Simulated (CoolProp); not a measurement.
Aqueous potassium acetate as a coolant, 26 % by mass, freezing at -17.4 °C, 1 atm.

Computed with CoolProp (Melinder's fits for secondary coolants).

```tsv
T (°C)	cp (kJ/(kg K))	viscosity (mPa s)	density (kg/m³)	Prandtl number
-14.1	3.278	6.29	1146	44.1
-7	3.292	4.65	1144	32.1
0.2	3.306	3.55	1142	24.2
7.3	3.319	2.82	1140	18.9
14.4	3.331	2.30	1137	15.2
21.5	3.344	1.92	1134	12.5
28.7	3.357	1.63	1131	10.5
35.8	3.370	1.41	1128	8.91
```
